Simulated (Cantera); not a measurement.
An isothermal, constant-pressure homogeneous reactor starts with N2O : H2 : N2 = 1 : 0.025 : 5.4 (molar parts), at 1375 K and 0.980 bar.

Model: GRI-Mech 3.0 (53 species, 325 reactions), integrated in Cantera. GRI-Mech 3.0 was tuned for natural gas; its chemistry of N2O as a main component is partial and can be far from experiment. The mechanism lacks the step 2 NO + O2 → 2 NO2, which can matter for NO2 below about 1400 K. The temperature is held fixed by assumption; the heat of reaction is taken as removed at once.

x: mole fraction; the columns are a selection and need not sum to one.

```tsv
t (s)	x N2O	x H2	x O2	x NO	x N2	x H2O
0.000600	0.152	___	0.000318	0.000221	0.843	0.00259
0.00151	0.149	___	0.000927	0.000464	0.845	0.00362
0.00382	0.145	___	0.00241	0.00103	0.847	0.00385
0.00962	0.136	___	0.00593	0.00240	0.851	0.00385
0.0243	0.116	___	0.0137	0.00535	0.861	0.00381
0.0612	0.0797	___	0.0281	0.0105	0.878	0.00375
0.154	0.0345	___	0.0463	0.0160	0.899	0.00367
0.389	0.00664	___	0.0582	0.0182	0.913	0.00362
0.981	0.000242	___	0.0612	0.0183	0.917	0.00361
2.47	2.11e-7	4.55e-9	0.0613	0.0183	0.917	0.00362
6.24	1.23e-7	4.54e-9	0.0613	0.0183	0.917	0.00362
15.7	1.23e-7	4.54e-9	0.0613	0.0183	0.917	0.00362
39.7	1.23e-7	4.54e-9	0.0613	0.0183	0.917	0.00362
100	1.22e-7	4.54e-9	0.0613	0.0182	0.917	0.00362
```

**Question.** What belongs in the gaps?

**Answer.** 
- 0.000600, x H2: 0.00125
- 0.00151, x H2: 0.000236
- 0.00382, x H2: 1.55e-5
- 0.00962, x H2: 2.68e-7
- 0.0243, x H2: 2.05e-7
- 0.0612, x H2: 1.82e-7
- 0.154, x H2: 1.34e-7
- 0.389, x H2: 4.85e-8
- 0.981, x H2: 7.10e-9
